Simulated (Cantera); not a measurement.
Charge: 1 mol SiCl4, 0.73 mol Cl2, 0.35 mol H2, held at 1273.15 K and 13000 Pa.

Method: chemical equilibrium by Gibbs-energy minimisation in Cantera with the NASA 1993 tables (ideal gas, pure condensed phases). Candidate condensed phases: Si; 19 gas species. Rates play no part.

Base state: SiCl4 0.478, HCl 0.335, Cl2 0.176, Cl 0.0113 (mole fractions); condensed: gas only.

Task: What changes in the equilibrium state with this change: H2 from 0.35 to 16 mol?

Result: 
```json
[
 {"species": "H2", "before": "2.49e-9", "after": "0.826"},
 {"species": "HCl", "before": "0.335", "after": "0.118"},
 {"species": "SiCl4", "before": "0.478", "after": "0.0297"},
 {"species": "Cl2", "before": "0.176", "after": "<1e-9"},
 {"species": "SiCl2", "before": "<1e-9", "after": "0.0104"},
 {"species": "Cl", "before": "0.0113", "after": "2.19e-7"},
 {"species": "SiHCl3", "before": "<1e-9", "after": "0.00831"},
 {"species": "SiH2Cl2", "before": "<1e-9", "after": "0.000322"},
 {"species": "SiCl3", "before": "2.14e-6", "after": "0.00688"}
]
```
The tables' values for SiCl3 are old estimates; treat these amounts as uncertain.
